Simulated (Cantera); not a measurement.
# Stirred combustor or abatement burner

A perfectly stirred reactor is fed with C3H8 : O2 : N2 = 1 : 2.6 : 13.4 (molar parts), equivalence ratio 1.9, at 7130 Torr; it is adiabatic with a 550 K inlet, and is followed from long to short residence time, starting on the burning branch (τ in s: 0.044, 0.021, 0.01, 0.0048, 0.0023, 0.0011, 0.00052, 0.00025, 0.00012, 5.6e-05, 2.7e-05).

Computed with Cantera and GRI-Mech 3.0 (53 species, 325 reactions). GRI-Mech 3.0 was tuned for natural gas; its chemistry of propane as a main component is partial and can be far from experiment.

| τ (s) | T (K) | x C3H8 | x O2 | x CH2O | x CH3 | x CO2 | x C2H |
|---|---|---|---|---|---|---|---|
| 0.044 | 1731 | 5.92e-6 | 0.000851 | 7.47e-6 | 9.14e-5 | 0.0379 | 3.84e-8 |
| 0.021 | 1729 | 1.19e-5 | 0.00143 | 1.27e-5 | 0.000121 | 0.0379 | 5.17e-8 |
| 0.010 | 1721 | 2.46e-5 | 0.00231 | 2.13e-5 | 0.000159 | 0.0370 | 6.57e-8 |
| 0.0048 | 1707 | 5.13e-5 | 0.00367 | 3.63e-5 | 0.000204 | 0.0351 | 7.70e-8 |
| 0.0023 | 1685 | 0.000111 | 0.00584 | 6.55e-5 | 0.000259 | 0.0321 | 8.02e-8 |
| 0.0011 | 1649 | 0.000260 | 0.00953 | 0.000132 | 0.000321 | 0.0279 | 6.78e-8 |
| 0.00052 | 1578 | 0.000775 | 0.0174 | 0.000361 | 0.000372 | 0.0222 | 3.36e-8 |
| 0.00025 | 550 | 0.0588 | 0.153 | <1e-12 | <1e-12 | <1e-12 | <1e-12 |
| 0.00012 | 550 | 0.0588 | 0.153 | <1e-12 | <1e-12 | <1e-12 | <1e-12 |
| 5.6e-5 | 550 | 0.0588 | 0.153 | <1e-12 | <1e-12 | <1e-12 | <1e-12 |
| 2.7e-5 | 550 | 0.0588 | 0.153 | <1e-12 | <1e-12 | <1e-12 | <1e-12 |
x: mole fraction; the columns are a selection and need not sum to one.
